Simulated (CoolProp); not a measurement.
Vapour-liquid equilibrium of dimethyl ether (1) + n-perfluorobutane (2) at 0.601 MPa; x and y are mole fractions of (1).

Values from CoolProp's multi-fluid Helmholtz-energy mixture model, Wu 2011 and Gao 2022; pair parameters Bell 2016.

| x | bubble temperature (K) | y at the bubble point | dew temperature at overall composition x (K) | liquid density (mol/L) |
|---|---|---|---|---|
| 0.05 | 318.5 | 0.194 | 324.2 | 6.074 |
| 0.15 | 306.1 | 0.466 | 320.3 | 6.649 |
| 0.25 | 298.4 | 0.607 | 316.2 | 7.196 |
| 0.35 | 294.6 | 0.673 | 311.7 | 7.743 |
| 0.45 | 292.9 | 0.704 | 306.9 | 8.332 |
| 0.55 | 292.4 | 0.717 | 301.6 | 9.013 |
| 0.65 | 292.2 | 0.724 | 295.9 | 9.834 |
| 0.75 | 292.2 | 0.734 | 292.3 | 10.85 |
| 0.85 | 292.5 | 0.765 | 294.6 | 12.09 |
| 0.95 | 295.1 | 0.871 | 297.3 | 13.55 |

y crosses x between x = 0.65 and 0.75: the model has an azeotrope there.

The pair parameters rest on a limited set of measurements; away from them the model extrapolates. With so large a gap from Raoult's law the liquid may split in two, which this calculation doesn't test in full.
